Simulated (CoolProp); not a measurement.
Ammonia along the isotherm 173.15 °C: density (kg/m³) from the reference equation and from simpler models built on Tc = 132.4 °C, pc = 113.6 bar, ω = 0.256; each cubic takes its own stable root.

Computed with CoolProp (reference Helmholtz-energy equation of state, Gao 2020).

```json
[
 {"p (bar)": "1.8", "phase": "gas", "reference": "0.8296"},
 {"p (bar)": "3.41", "phase": "gas", "reference": "1.577"},
 {"p (bar)": "6.46", "phase": "gas", "reference": "3.010"},
 {"p (bar)": "12.2", "phase": "gas", "reference": "5.763"},
 {"p (bar)": "23.2", "phase": "gas", "reference": "11.27"},
 {"p (bar)": "44", "phase": "gas", "reference": "22.62"},
 {"p (bar)": "83.4", "phase": "gas", "reference": "48.83"},
 {"p (bar)": "158", "phase": "supercritical", "reference": "137.4"},
 {"p (bar)": "300", "phase": "supercritical", "reference": "360.7"},
 {"p (bar)": "568", "phase": "supercritical", "reference": "453.1"}
]
```

Q: How far does each simpler model (van der Waals, Redlich-Kwong, Soave-Redlich-Kwong, Peng-Robinson) lie from the reference over these 10 states: mean and median of the absolute difference, and the worst?

A: 
- van der Waals: mean 7.6 %, median 0.8 %, worst -34.0 % at 173.15 °C and 568 bar
- Redlich-Kwong: mean 4.0 %, median 0.1 %, worst -19.8 % at 173.15 °C and 300 bar
- Soave-Redlich-Kwong: mean 5.8 %, median 0.6 %, worst -24.1 % at 173.15 °C and 300 bar
- Peng-Robinson: mean 3.6 %, median 0.4 %, worst -17.2 % at 173.15 °C and 300 bar
